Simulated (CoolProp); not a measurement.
The fluid at 298.15 K and 0.968 MPa flows at 0.11 m/s in a round tube of 6 mm bore and 1.5 µm roughness, fully developed (64/Re and Nu = 3.66 if laminar; Colebrook and Gnielinski if turbulent). The same conditions are run with several fluids, on thermodynamics alone (safety and materials aside).

Model: reference Helmholtz-energy equation of state of each fluid (propylene: Lemmon 2013; CF4 (R14): Platzer 1990; carbon dioxide: Span 1996; R410A: Lemmon 2003; methane: Setzmann 1991), in CoolProp. The equations of Platzer and Polt are older, rougher fits. Blends and air are pseudo-pure fits.

Problem. Rank propylene, CF4 (R14), carbon dioxide, R410A, methane by Reynolds number, highest first.

Solution. R410A (1640), propylene (1470), CF4 (R14) (1330), carbon dioxide (795), methane (372)

| fluid | Darcy friction factor | pressure drop (Pa/m) | heat-transfer coefficient (W/(m² K)) | mass flow (kg/h) |
|---|---|---|---|---|
| propylene | 0.0436 | 0.857 | 11.1 | 0.218 |
| CF4 (R14) | 0.0482 | 1.73 | 9.98 | 0.399 |
| carbon dioxide | 0.0805 | 1.47 | 10.5 | 0.202 |
| R410A | 0.0390 | 1.29 | 8.78 | 0.368 |
| methane | 0.172 | 1.11 | 21.2 | 0.0713 |

Transport values come from each fluid's own correlations; those of propylene, CF4 (R14) are estimates that may be off by 10 % or more.
